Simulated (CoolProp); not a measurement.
Vapour-liquid equilibrium of n-hexane (1) + cyclohexane (2) at 80.15 °C; x and y are mole fractions of (1).

Values from CoolProp's multi-fluid Helmholtz-energy mixture model, Thol 2019 and Zhou 2014; pair parameters Bell 2016.

| x | bubble pressure (MPa) | y at the bubble point | dew pressure at overall composition x (MPa) | liquid density (mol/L) |
|---|---|---|---|---|
| 0.05 | 0.1025 | 0.075 | 0.1015 | 8.464 |
| 0.2 | 0.1104 | 0.271 | 0.1074 | 8.197 |
| 0.35 | 0.1175 | 0.437 | 0.1137 | 7.945 |
| 0.5 | 0.1240 | 0.583 | 0.1202 | 7.705 |
| 0.65 | 0.1300 | 0.717 | 0.1270 | 7.476 |
| 0.8 | 0.1358 | 0.842 | 0.1338 | 7.259 |
| 0.95 | 0.1414 | 0.961 | 0.1408 | 7.051 |

No azeotrope shows between x = 0.05 and 0.95.

The pair parameters rest on a limited set of measurements; away from them the model extrapolates.
